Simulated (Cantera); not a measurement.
Input: 1 mol FeS2, 0.46 mol H2, held at 590000 Pa.

Cantera equilibrium calculation (NASA polynomials, part measured and part estimated; ideal gas, pure solids and liquids). Candidate condensed phases: Fe, FeS, FeS2, S; 8 gas species. FeS: taken at fixed stoichiometry. Equilibrium is a limit: real reactors are often held back by kinetics, nucleation or transport.

Question: Which condensed phases are stable at each of these points (T (K)): 1425, 1475, 1525, 1575, 1625, 1675, 1725, 1775, 1825, 1875, 1925, 1975, 2025?

Answer: 
```json
[
 {"T (K)": "1425", "condensed phases": "FeS(s)", "Fe condensed (%)": "100.0"},
 {"T (K)": "1475", "condensed phases": "FeS(l)", "Fe condensed (%)": "100.0"},
 {"T (K)": "1525", "condensed phases": "FeS(l)", "Fe condensed (%)": "100.0"},
 {"T (K)": "1575", "condensed phases": "FeS(l)", "Fe condensed (%)": "100.0"},
 {"T (K)": "1625", "condensed phases": "FeS(l)", "Fe condensed (%)": "100.0"},
 {"T (K)": "1675", "condensed phases": "FeS(l)", "Fe condensed (%)": "100.0"},
 {"T (K)": "1725", "condensed phases": "FeS(l)", "Fe condensed (%)": "100.0"},
 {"T (K)": "1775", "condensed phases": "FeS(l)", "Fe condensed (%)": "100.0"},
 {"T (K)": "1825", "condensed phases": "FeS(l)", "Fe condensed (%)": "100.0"},
 {"T (K)": "1875", "condensed phases": "FeS(l)", "Fe condensed (%)": "100.0"},
 {"T (K)": "1925", "condensed phases": "FeS(l)", "Fe condensed (%)": "100.0"},
 {"T (K)": "1975", "condensed phases": "FeS(l)", "Fe condensed (%)": "100.0"},
 {"T (K)": "2025", "condensed phases": "FeS(l)", "Fe condensed (%)": "100.0"}
]
```

At 1425 K the condensed part is FeS(s). From 1475 K to 2025 K the condensed part is FeS(l).
